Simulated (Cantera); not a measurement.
A perfectly stirred reactor is fed with H2 : O2 : N2 = 1 : 0.602 : 2.27 (molar parts), equivalence ratio 0.83, at 0.819 atm; it is adiabatic with a 575 K inlet, and is followed from long to short residence time, starting on the burning branch (τ in s: 0.17, 0.072, 0.03, 0.013, 0.0054, 0.0023, 0.00096, 0.00041, 0.00017, 7.2e-05, 3e-05).

Detailed kinetics in Cantera: GRI-Mech 3.0 (53 species, 325 reactions).

One state of this run: T (K) = 1511; x H2 = 0.0482; x O2 = 0.0557; x OH = 0.0105; x N2O = 5.57e-8; x NO = 1.62e-5; x HO2 = 3.62e-5. x: mole fraction; the columns are a selection and need not sum to one.

Question: Which value of τ (s) does it belong to?
(A) 0.17
(B) 3.0e-5
(C) 0.0023
(D) 0.0054

Answer: B, 3.0e-5
